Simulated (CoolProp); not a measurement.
A Linde-Hampson liquefier for CF4 (R14): isothermal reversible compression at 290 K from 1 atm to 15 MPa, throttling to 1 atm, return gas leaving the recuperator 0 K below the feed. Each further row changes one setting.

Computed with CoolProp (reference Helmholtz-energy equation of state, Platzer 1990). This equation is an older, rougher fit; its heat capacities, sound speeds and derivatives of the liquid may be far off and weren't checked against measurements.

```tsv
case	liquid yield per pass	compression work (kJ/kg of gas)
as stated	0.275	122
high pressure 30 MPa	0.318	138
warm-end temperature 320 K	0.197	141
warm-end gap 5 K	0.264	122
```
